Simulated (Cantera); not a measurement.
A closed system holds: 1 mol Ta2O5, 0.51 mol CO, 1.1 mol H2, at 3.00 bar.

Cantera equilibrium calculation (NASA polynomials, part measured and part estimated; ideal gas, pure solids and liquids). Candidate condensed phases: C, C6H6, C7H8, C8H18, H2O, Ta, TaC, Ta2O5; 113 gas species. Mutual solubility and eutectic melting of coexisting phases are not modelled. TaC: taken at fixed stoichiometry. Condensed phases not in the tables: Ta2C. The numbers say what is thermodynamically allowed, not how fast it happens. All values below are at 2150 K.

Base state: H2 0.676, CO 0.314, H2O 0.00659, H 0.00200, CO2 0.000599 (mole fractions); condensed: TaC(s) + Ta2O5(l).

Q: What changes in the equilibrium state with this change: Ta2O5 replaced by MgO?

A: 
```
species          before     after
-------------  --------  --------
H2                0.676     0.673
CO                0.314     0.314
Mg                    0   0.00515
H2O             0.00659   0.00484
MgH                   0  0.000124
MgOH                  0   2.63e-5
CO2            0.000599  0.000442
H               0.00200   0.00200
TaC(s), mol     0.00330         0
Ta2O5(l), mol     0.998         0
MgO(s), mol           0     0.991
```
The tables' values for MgH are old estimates; treat these amounts as uncertain. Further candidate phases: Mg, MgCO3, MgO, Mg(OH)2.
